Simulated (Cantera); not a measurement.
Cantera run, input and output.

```python
import numpy as np
import cantera as ct

gas = ct.Solution("h2o2.yaml")
gas.TPX = 1325, 81000, {'H2': 0.31, 'O2': 1, 'N2': 7.4}
reactor = ct.IdealGasConstPressureReactor(gas, energy="off", clone=False)
net = ct.ReactorNet([reactor])
net.rtol, net.atol = 1e-08, 1e-18
show = ['H2', 'O2', 'OH', 'O', 'H2O2', 'HO2']
times = np.geomspace(0.0008, 3, 14)

steps = ct.SolutionArray(gas, extra=["t"])
rows = []
print(f"{'t/s':>10s}{'T/K':>9s}{'P/Pa':>11s}" + "".join(f"{s:>11s}" for s in show))
for t in times:
    while net.time < t:
        t_next = net.step()
        steps.append(gas.state, t=t_next)
    rows.append([np.interp(t, steps.t, y) for y in (steps.T, steps.P, *steps(*show).X.T)])
    print(f"{t:10.3e}{rows[-1][0]:9.1f}{rows[-1][1]:11.4g}" + "".join(f"{x:11.3e}" for x in rows[-1][2:]))
rate = np.gradient(steps.T, steps.t)
print("integrator steps:", len(steps.t))
if steps.T.max() > steps.T[0] + 200:
    print(f"time of steepest temperature rise: {steps.t[rate.argmax()]:.4e} s")
gas.TPX = 1325, 81000, {'H2': 0.31, 'O2': 1, 'N2': 7.4}
gas.equilibrate("TP")
print(f"equilibrium (TP): T = {gas.T:.1f} K  " + "  ".join(f"{s} {gas[s].X[0]:.3e}" for s in show))
```

Output:

```
       t/s      T/K       P/Pa         H2         O2         OH          O       H2O2        HO2
 8.000e-04   1325.0    8.1e+04  4.062e-05  9.863e-02  2.823e-04  1.473e-04  3.065e-07  4.564e-06
 1.507e-03   1325.0    8.1e+04  1.117e-05  9.871e-02  1.539e-04  4.270e-05  1.355e-07  1.698e-06
 2.838e-03   1325.0    8.1e+04  3.405e-06  9.874e-02  9.013e-05  1.441e-05  6.041e-08  6.407e-07
 5.344e-03   1325.0    8.1e+04  1.183e-06  9.875e-02  5.617e-05  5.569e-06  2.784e-08  2.601e-07
 1.006e-02   1325.0    8.1e+04  4.669e-07  9.876e-02  3.676e-05  2.387e-06  1.335e-08  1.147e-07
 1.895e-02   1325.0    8.1e+04  2.041e-07  9.877e-02  2.497e-05  1.104e-06  6.643e-09  5.530e-08
 3.570e-02   1325.0    8.1e+04  9.673e-08  9.877e-02  1.748e-05  5.427e-07  3.432e-09  3.017e-08
 6.723e-02   1325.0    8.1e+04  4.959e-08  9.877e-02  1.263e-05  2.839e-07  1.863e-09  1.982e-08
 1.266e-01   1325.0    8.1e+04  2.855e-08  9.877e-02  9.580e-06  1.638e-07  1.109e-09  1.619e-08
 2.385e-01   1325.0    8.1e+04  2.001e-08  9.877e-02  7.958e-06  1.133e-07  7.848e-10  1.538e-08
 4.491e-01   1325.0    8.1e+04  1.758e-08  9.877e-02  7.417e-06  9.853e-08  6.894e-10  1.533e-08
 8.458e-01   1325.0    8.1e+04  1.730e-08  9.877e-02  7.353e-06  9.684e-08  6.784e-10  1.533e-08
 1.593e+00   1325.0    8.1e+04  1.730e-08  9.877e-02  7.352e-06  9.681e-08  6.783e-10  1.533e-08
 3.000e+00   1325.0    8.1e+04  1.730e-08  9.877e-02  7.352e-06  9.681e-08  6.783e-10  1.533e-08
integrator steps: 1489
equilibrium (TP): T = 1325.0 K  H2 1.730e-08  O2 9.877e-02  OH 7.352e-06  O 9.681e-08  H2O2 6.783e-10  HO2 1.533e-08
```

Model: the H2/O2 subset of GRI-Mech 3.0, which has no nitrogen chemistry, integrated in Cantera. The temperature is held fixed by assumption; the heat of reaction is taken as removed at once.
